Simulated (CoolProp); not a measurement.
Properties of C2F6 (R116) along the isobar 3.79 bar (Tc = 19.9 °C, pc = 30.48 bar, ω = 0.257).

The numbers come from the reference Helmholtz-energy equation of state, Lemmon 2006 in CoolProp. It is a short technical equation, of lower accuracy than the large ones.

```tsv
T (°C)	phase	cp (kJ/(kg K))	expansivity (1/kK)
-13.45	gas	0.7408	4.821
-4.05	gas	0.7521	4.529
5.25	gas	0.7639	4.281
14.65	gas	0.7762	4.063
23.95	gas	?	3.874
33.35	gas	0.8011	3.703
42.65	gas	0.8135	3.552
52.05	gas	0.8259	3.413
61.35	gas	0.8381	3.288
70.65	gas	?	3.174
80.05	gas	0.8619	3.067
89.35	gas	0.8735	2.970
98.75	gas	0.8849	2.878
108.05	gas	0.8959	2.794
117.45	gas	?	2.714
```

Question: What belongs in the gaps?

Answer: 
- 23.95, cp (kJ/(kg K)): 0.7885
- 70.65, cp (kJ/(kg K)): 0.8500
- 117.45, cp (kJ/(kg K)): 0.9067
